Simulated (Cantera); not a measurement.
What does this Cantera script print?

```python
import numpy as np
import cantera as ct

gas = ct.Solution("gri30.yaml")
gas.TPX = 1650, 1000000, {'CH4': 1, 'CO': 0.68, 'O2': 6, 'N2': 22.6}
reactor = ct.IdealGasConstPressureReactor(gas, energy="on", clone=False)
net = ct.ReactorNet([reactor])
net.rtol, net.atol = 1e-08, 1e-16
show = ['CH4', 'CO', 'O2', 'H2O', 'NO', 'C2H']
times = np.geomspace(1e-06, 0.3, 11)

steps = ct.SolutionArray(gas, extra=["t"])
rows = []
print(f"{'t/s':>10s}{'T/K':>9s}{'P/Pa':>11s}" + "".join(f"{s:>11s}" for s in show))
for t in times:
    while net.time < t:
        t_next = net.step()
        steps.append(gas.state, t=t_next)
    rows.append([np.interp(t, steps.t, y) for y in (steps.T, steps.P, *steps(*show).X.T)])
    print(f"{t:10.3e}{rows[-1][0]:9.1f}{rows[-1][1]:11.4g}" + "".join(f"{x:11.3e}" for x in rows[-1][2:]))
rate = np.gradient(steps.T, steps.t)
print("integrator steps:", len(steps.t))
if steps.T.max() > steps.T[0] + 200:
    print(f"time of steepest temperature rise: {steps.t[rate.argmax()]:.4e} s")
gas.TPX = 1650, 1000000, {'CH4': 1, 'CO': 0.68, 'O2': 6, 'N2': 22.6}
gas.equilibrate("HP")
print(f"equilibrium (HP): T = {gas.T:.1f} K  " + "  ".join(f"{s} {gas[s].X[0]:.3e}" for s in show))
```

Result:

```
       t/s      T/K       P/Pa        CH4         CO         O2        H2O         NO        C2H
 1.000e-06   1650.0      1e+06  3.302e-02  2.246e-02  1.981e-01  1.620e-06  9.587e-14  1.510e-21
 3.529e-06   1650.0      1e+06  3.300e-02  2.245e-02  1.981e-01  1.272e-05  5.992e-13  1.364e-18
 1.246e-05   1650.6      1e+06  3.270e-02  2.244e-02  1.980e-01  1.959e-04  7.883e-12  5.846e-15
 4.397e-05   2292.2      1e+06  1.190e-15  1.562e-02  1.235e-01  5.895e-02  2.424e-05  1.637e-19
 1.552e-04   2465.8      1e+06  5.953e-19  1.528e-03  1.207e-01  6.370e-02  3.456e-04  7.673e-24
 5.477e-04   2463.9      1e+06  1.657e-19  1.516e-03  1.202e-01  6.372e-02  1.298e-03  2.275e-25
 1.933e-03   2458.2      1e+06  1.549e-19  1.479e-03  1.188e-01  6.379e-02  4.241e-03  1.956e-25
 6.823e-03   2445.9      1e+06  1.335e-19  1.402e-03  1.157e-01  6.393e-02  1.045e-02  1.414e-25
 2.408e-02   2437.8      1e+06  1.206e-19  1.354e-03  1.137e-01  6.402e-02  1.457e-02  1.135e-25
 8.500e-02   2437.4      1e+06  1.201e-19  1.351e-03  1.136e-01  6.402e-02  1.475e-02  1.124e-25
 3.000e-01   2437.4      1e+06  1.201e-19  1.351e-03  1.136e-01  6.402e-02  1.475e-02  1.124e-25
integrator steps: 1601
time of steepest temperature rise: 3.9052e-05 s
equilibrium (HP): T = 2437.4 K  CH4 1.804e-19  CO 1.351e-03  O2 1.136e-01  H2O 6.402e-02  NO 1.475e-02  C2H 1.241e-25
```

Detailed kinetics in Cantera: GRI-Mech 3.0 (53 species, 325 reactions).
